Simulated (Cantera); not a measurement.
Charge: 1 mol Si, 0.0086 mol O₂, 22 mol N₂, at 0.130 Pa.

Method: chemical equilibrium by Gibbs-energy minimisation in Cantera with the NASA 1993 tables (ideal gas, pure condensed phases). Candidate condensed phases: Si, SiO₂, Si₂N₂O, Si₃N₄; 16 gas species. N₂ is the only nitrogen source here; it is nearly inert below about 1500 K, so the nitride shown seldom forms there in practice. Mutual solubility and eutectic melting of coexisting phases are not modelled. Kinetics and transport are ignored.

Which condensed phases are stable at each of these points (T (K)): 1000, 1100, 1200, 1300, 1400, 1500, 1600, 1700, 1800, 1900, 2000, 2100?


```json
[
 {"T (K)": "1000", "condensed phases": "Si₂N₂O(s) + Si₃N₄(s)", "Si condensed (%)": "100.0"},
 {"T (K)": "1100", "condensed phases": "Si₂N₂O(s) + Si₃N₄(s)", "Si condensed (%)": "100.0"},
 {"T (K)": "1200", "condensed phases": "Si₂N₂O(s) + Si₃N₄(s)", "Si condensed (%)": "100.0"},
 {"T (K)": "1300", "condensed phases": "Si₃N₄(s)", "Si condensed (%)": "98.2"},
 {"T (K)": "1400", "condensed phases": "Si(s)", "Si condensed (%)": "96.9"},
 {"T (K)": "1500", "condensed phases": "Si(s)", "Si condensed (%)": "80.1"},
 {"T (K)": "1600", "condensed phases": "gas only", "Si condensed (%)": "0.0"},
 {"T (K)": "1700", "condensed phases": "gas only", "Si condensed (%)": "0.0"},
 {"T (K)": "1800", "condensed phases": "gas only", "Si condensed (%)": "0.0"},
 {"T (K)": "1900", "condensed phases": "gas only", "Si condensed (%)": "0.0"},
 {"T (K)": "2000", "condensed phases": "gas only", "Si condensed (%)": "0.0"},
 {"T (K)": "2100", "condensed phases": "gas only", "Si condensed (%)": "0.0"}
]
```

From 1000 K to 1200 K the condensed part is Si₂N₂O(s) + Si₃N₄(s). At 1300 K the condensed part is Si₃N₄(s). From 1400 K to 1500 K the condensed part is Si(s). From 1600 K to 2100 K nothing is condensed.
